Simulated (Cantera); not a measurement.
Cantera run, input and output.

```python
import numpy as np
import cantera as ct

gas = ct.Solution("gri30.yaml", transport_model="mixture-averaged")
show = ['NO', 'C2H2', 'H2']

rows = []
print(f"{'T/K':>7s}{'rho':>11s}{'cp':>10s}{'mu':>11s}{'lambda':>11s}{'Pr':>7s}" + "".join(f"{'D_' + s:>11s}" for s in show))
for T in [400, 650, 900, 1150, 1400, 1650, 1900, 2150, 2400]:
    gas.TPX = T, 440, {'C2H6': 0.18, 'CO': 0.1, 'CH4': 0.32}
    Pr = gas.cp_mass * gas.viscosity / gas.thermal_conductivity
    D = [gas.mix_diff_coeffs_mole[gas.species_index(s)] for s in show]
    rows.append([gas.density, gas.cp_mass, gas.viscosity, gas.thermal_conductivity, Pr, *D])
    print(f"{T:7g}{gas.density:11.4e}{gas.cp_mass:10.1f}{gas.viscosity:11.4e}"
          f"{gas.thermal_conductivity:11.4e}{Pr:7.3f}" + "".join(f"{d:11.4e}" for d in D))
print("SI units: kg/m3, J/kg/K, Pa s, W/m/K, m2/s")
```

Output:

```
    T/K        rho        cp         mu     lambda     Pr       D_NO     D_C2H2       D_H2
    400 2.9431e-03    2070.4 1.4836e-05 4.2156e-02  0.729 7.2809e-03 5.9349e-03 2.5804e-02
    650 1.8111e-03    2843.4 2.1551e-05 8.1111e-02  0.755 1.6882e-02 1.4133e-02 5.8595e-02
    900 1.3080e-03    3450.8 2.7159e-05 1.2191e-01  0.769 2.9296e-02 2.4812e-02 1.0088e-01
   1150 1.0237e-03    3932.8 3.2113e-05 1.6164e-01  0.781 4.4192e-02 3.7651e-02 1.5162e-01
   1400 8.4088e-04    4285.0 3.6628e-05 1.9949e-01  0.787 6.1360e-02 5.2449e-02 2.1012e-01
   1650 7.1347e-04    4548.5 4.0824e-05 2.3530e-01  0.789 8.0646e-02 6.9070e-02 2.7586e-01
   1900 6.1960e-04    4746.3 4.4777e-05 2.6905e-01  0.790 1.0193e-01 8.7411e-02 3.4846e-01
   2150 5.4755e-04    4897.3 4.8535e-05 3.0084e-01  0.790 1.2513e-01 1.0739e-01 4.2758e-01
   2400 4.9051e-04    5016.5 5.2135e-05 3.3078e-01  0.791 1.5016e-01 1.2895e-01 5.1296e-01
SI units: kg/m3, J/kg/K, Pa s, W/m/K, m2/s
```

Model: GRI-Mech 3.0 (53 species, 325 reactions), integrated in Cantera. The composition is frozen, though it would react at the higher temperatures.
